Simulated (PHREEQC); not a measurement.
Hard or scaling water: an equilibrium model

A solution holds 0.0011 mol/kgw CaSO4, 6.6e-05 mol/kgw Na2HPO4 and 0.00011 mol/kgw KCl, at 25 °C. Closed to the air; pH follows from the charge balance.

The numbers come from PHREEQC with the ion-association model, wateq4f.dat.

- pH: 8.06
- ionic strength: 0.00419 mol/kgw
- total alkalinity: 0.0660 meq/kg

```json
[
 {"species": "SO4-2", "molality": "0.000988", "activity": "0.000750", "log γ": "-0.120"},
 {"species": "Ca+2", "molality": "0.000972", "activity": "0.000740", "log γ": "-0.119"},
 {"species": "Na+", "molality": "0.000131", "activity": "0.000123", "log γ": "-0.030"},
 {"species": "CaSO4", "molality": "0.000111", "activity": "0.000111", "log γ": "0.000"},
 {"species": "Cl-", "molality": "0.000110", "activity": "0.000102", "log γ": "-0.031"},
 {"species": "K+", "molality": "0.000109", "activity": "0.000102", "log γ": "-0.031"},
 {"species": "HPO4-2", "molality": "4.36e-5", "activity": "3.31e-5", "log γ": "-0.119"},
 {"species": "CaHPO4", "molality": "1.34e-5", "activity": "1.34e-5", "log γ": "0.000"},
 {"species": "H2PO4-", "molality": "5.01e-6", "activity": "4.68e-6", "log γ": "-0.030"},
 {"species": "CaPO4-", "molality": "3.87e-6", "activity": "3.62e-6", "log γ": "-0.030"},
 {"species": "OH-", "molality": "1.22e-6", "activity": "1.14e-6", "log γ": "-0.031"},
 {"species": "KSO4-", "molality": "5.76e-7", "activity": "5.38e-7", "log γ": "-0.030"}
]
```

This is a speciation only: nothing precipitates in the calculation. The solution is supersaturated, for example in Hydroxyapatite, so a real one may precipitate; this is no full list. Species that the database lacks are ignored. H3PO4, which wateq4f.dat lacks, is added to it with the constant of phreeqc.dat.
